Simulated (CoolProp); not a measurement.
Oxygen at 511.39 K and 3.48 MPa flows at 0.79 m/s in a round tube of 10 mm bore and 45 µm roughness, fully developed (64/Re and Nu = 3.66 if laminar; Colebrook and Gnielinski if turbulent). Each further row changes one setting.

Values from CoolProp's reference Helmholtz-energy equation of state, Schmidt 1985.

```tsv
case	Reynolds number	Darcy friction factor	pressure drop (Pa/m)	heat-transfer coefficient (W/(m² K))	mass flow (kg/h)
as stated	6520	?	?	103	5.81
velocity 1.58 m/s	13000	?	?	?	?
diameter 20 mm	13000	0.0325	?	?	23.2
```

Q: Some entries are withheld; supply them.

A: 
- as stated, Darcy friction factor: 0.0399
- as stated, pressure drop (Pa/m): 32.4
- velocity 1.58 m/s, Darcy friction factor: 0.0356
- velocity 1.58 m/s, pressure drop (Pa/m): 116
- velocity 1.58 m/s, heat-transfer coefficient (W/(m² K)): 199
- velocity 1.58 m/s, mass flow (kg/h): 11.6
- diameter 20 mm, pressure drop (Pa/m): 13.2
- diameter 20 mm, heat-transfer coefficient (W/(m² K)): 89.9

Above 300 K oxygen's equation is extrapolated.

Viscosity comes from a separate model (Lemmon 2004). Thermal conductivity comes from a separate model (Lemmon 2004).
